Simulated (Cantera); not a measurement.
What does this Cantera script print?

```python
import numpy as np
import cantera as ct

gas = ct.Solution("gri30.yaml")
gas.TPX = 1225, 100000, {'CH4': 1, 'O2': 4.17, 'N2': 15.7, 'H2O': 0.6}
reactor = ct.IdealGasReactor(gas, energy="on", clone=False)
net = ct.ReactorNet([reactor])
net.rtol, net.atol = 1e-08, 1e-16
show = ['CH4', 'O2', 'H2O', 'NO', 'HCO', 'OH']
times = np.geomspace(2e-06, 1, 13)

steps = ct.SolutionArray(gas, extra=["t"])
rows = []
print(f"{'t/s':>10s}{'T/K':>9s}{'P/Pa':>11s}" + "".join(f"{s:>11s}" for s in show))
for t in times:
    while net.time < t:
        t_next = net.step()
        steps.append(gas.state, t=t_next)
    rows.append([np.interp(t, steps.t, y) for y in (steps.T, steps.P, *steps(*show).X.T)])
    print(f"{t:10.3e}{rows[-1][0]:9.1f}{rows[-1][1]:11.4g}" + "".join(f"{x:11.3e}" for x in rows[-1][2:]))
rate = np.gradient(steps.T, steps.t)
print("integrator steps:", len(steps.t))
if steps.T.max() > steps.T[0] + 200:
    print(f"time of steepest temperature rise: {steps.t[rate.argmax()]:.4e} s")
gas.TPX = 1225, 100000, {'CH4': 1, 'O2': 4.17, 'N2': 15.7, 'H2O': 0.6}
gas.equilibrate("UV")
print(f"equilibrium (UV): T = {gas.T:.1f} K  " + "  ".join(f"{s} {gas[s].X[0]:.3e}" for s in show))
```

Output:

```
       t/s      T/K       P/Pa        CH4         O2        H2O         NO        HCO         OH
 2.000e-06   1225.0      1e+05  4.658e-02  1.942e-01  2.795e-02  1.447e-22  9.551e-19  8.811e-12
 5.970e-06   1225.0      1e+05  4.658e-02  1.942e-01  2.795e-02  1.757e-21  9.108e-18  1.924e-11
 1.782e-05   1225.0      1e+05  4.658e-02  1.942e-01  2.795e-02  1.063e-20  8.427e-17  3.498e-11
 5.318e-05   1225.0      1e+05  4.658e-02  1.942e-01  2.795e-02  5.794e-20  7.789e-16  8.341e-11
 1.587e-04   1225.0      1e+05  4.658e-02  1.942e-01  2.795e-02  3.965e-19  7.504e-15  2.600e-10
 4.738e-04   1225.0      1e+05  4.658e-02  1.942e-01  2.795e-02  3.674e-18  8.600e-14  1.026e-09
 1.414e-03   1225.0      1e+05  4.657e-02  1.942e-01  2.795e-02  5.263e-17  1.684e-12  5.608e-09
 4.221e-03   1225.3      1e+05  4.652e-02  1.942e-01  2.799e-02  9.130e-16  4.818e-11  2.339e-08
 1.260e-02   1228.8  1.003e+05  4.600e-02  1.938e-01  2.840e-02  1.218e-14  7.683e-10  8.522e-08
 3.761e-02   2372.5  1.945e+05  1.462e-19  9.713e-02  1.160e-01  4.590e-03  1.822e-10  7.167e-03
 1.122e-01   2358.7  1.933e+05  1.227e-19  9.408e-02  1.163e-01  1.090e-02  1.592e-10  6.795e-03
 3.350e-01   2357.8  1.932e+05  1.212e-19  9.387e-02  1.163e-01  1.134e-02  1.577e-10  6.769e-03
 1.000e+00   2357.8  1.932e+05  1.212e-19  9.387e-02  1.163e-01  1.134e-02  1.577e-10  6.769e-03
integrator steps: 2222
time of steepest temperature rise: 2.2678e-02 s
equilibrium (UV): T = 2357.8 K  CH4 1.829e-19  O2 9.387e-02  H2O 1.163e-01  NO 1.134e-02  HCO 1.577e-10  OH 6.769e-03
```

Cantera simulation using GRI-Mech 3.0 (53 species, 325 reactions); the numbers are that mechanism's predictions, not measurements.
